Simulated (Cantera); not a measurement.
Cantera run, input and output.

```python
import numpy as np
import cantera as ct

gas = ct.Solution("gri30.yaml")
gas.TPX = 1300, 260, {'H2': 0.19, 'O2': 1, 'N2': 0.33}
inlet = ct.Reservoir(gas, clone=True)

reactor = ct.IdealGasConstPressureReactor(gas, energy="off", clone=False)
exhaust = ct.Reservoir(gas, clone=True)
tau = [18, 3.3, 0.61, 0.11, 0.021, 0.0039, 0.00073][0]
for a, b in ((inlet, reactor), (reactor, exhaust)):
    ct.MassFlowController(a, b, mdot=lambda t: reactor.mass / tau)
net = ct.ReactorNet([reactor])
show = ['H2', 'O2', 'OH', 'H', 'H2O2', 'NO']

rows = []
print(f"{'tau/s':>10s}{'T/K':>9s}" + "".join(f"{s:>11s}" for s in show))
for tau in [18, 3.3, 0.61, 0.11, 0.021, 0.0039, 0.00073]:
    net.initial_time = 0.0
    net.advance(30 * tau)
    before = gas.X
    net.advance(40 * tau)
    drift = np.max(np.abs(gas.X - before) / (gas.X + 1e-9))
    rows.append([gas.T, *gas[show].X, drift])
    print(f"{tau:10.3e}{gas.T:9.1f}" + "".join(f"{x:11.3e}" for x in gas[show].X))
```

Output:

```
     tau/s      T/K         H2         O2         OH          H       H2O2         NO
 1.800e+01   1300.0  5.802e-04  6.292e-01  3.117e-03  1.021e-03  2.466e-08  2.828e-07
 3.300e+00   1300.0  1.606e-03  6.195e-01  5.157e-03  4.868e-03  3.252e-08  5.946e-07
 6.100e-01   1300.0  3.497e-03  6.000e-01  7.463e-03  1.657e-02  3.406e-08  8.100e-07
 1.100e-01   1300.0  5.396e-03  5.828e-01  8.856e-03  3.012e-02  3.229e-08  3.833e-07
 2.100e-02   1300.0  8.591e-03  5.802e-01  9.861e-03  3.558e-02  3.531e-08  8.868e-08
 3.900e-03   1300.0  2.191e-02  5.912e-01  1.167e-02  3.584e-02  4.682e-08  1.301e-08
 7.300e-04   1300.0  7.408e-02  6.263e-01  9.089e-03  1.926e-02  3.657e-08  5.194e-10
```

Detailed kinetics in Cantera: GRI-Mech 3.0 (53 species, 325 reactions). Radical loss at walls, strong at low pressure, is not modelled. The temperature is held fixed by assumption; the heat of reaction is taken as removed at once.
